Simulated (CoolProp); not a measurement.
A single-stage vapour-compression cycle with R1336mzz(E): evaporating at 238.15 K (dew point), condensing at 263.15 K (bubble point), superheat 8 K, subcooling 8 K, compressor efficiency 0.7, no pressure losses. Each further row changes one setting.

The numbers come from the reference Helmholtz-energy equation of state, Akasaka 2023 in CoolProp.

```json
[
 {"case": "as stated", "cooling COP": "6.44", "pressure ratio": "3.87", "discharge temperature (K)": "279.4", "refrigerating effect (kJ/kg)": "160", "volumetric capacity (kJ/m³)": "155"},
 {"case": "evaporating temperature 243.15 K", "cooling COP": "8.38", "pressure ratio": "2.87", "discharge temperature (K)": "?", "refrigerating effect (kJ/kg)": "164", "volumetric capacity (kJ/m³)": "209"},
 {"case": "condensing temperature 258.15 K", "cooling COP": "?", "pressure ratio": "?", "discharge temperature (K)": "273.3", "refrigerating effect (kJ/kg)": "166", "volumetric capacity (kJ/m³)": "160"},
 {"case": "subcooling 13 K", "cooling COP": "6.68", "pressure ratio": "3.87", "discharge temperature (K)": "279.4", "refrigerating effect (kJ/kg)": "166", "volumetric capacity (kJ/m³)": "160"},
 {"case": "superheat 18 K", "cooling COP": "?", "pressure ratio": "3.87", "discharge temperature (K)": "290.0", "refrigerating effect (kJ/kg)": "168", "volumetric capacity (kJ/m³)": "155"},
 {"case": "compressor efficiency 0.6", "cooling COP": "5.52", "pressure ratio": "3.87", "discharge temperature (K)": "?", "refrigerating effect (kJ/kg)": "160", "volumetric capacity (kJ/m³)": "155"}
]
```

Task: What belongs in the gaps?

Result: 
- evaporating temperature 243.15 K, discharge temperature (K): 277.3
- condensing temperature 258.15 K, cooling COP: 8.21
- condensing temperature 258.15 K, pressure ratio: 3.03
- superheat 18 K, cooling COP: 6.47
- compressor efficiency 0.6, discharge temperature (K): 284.6
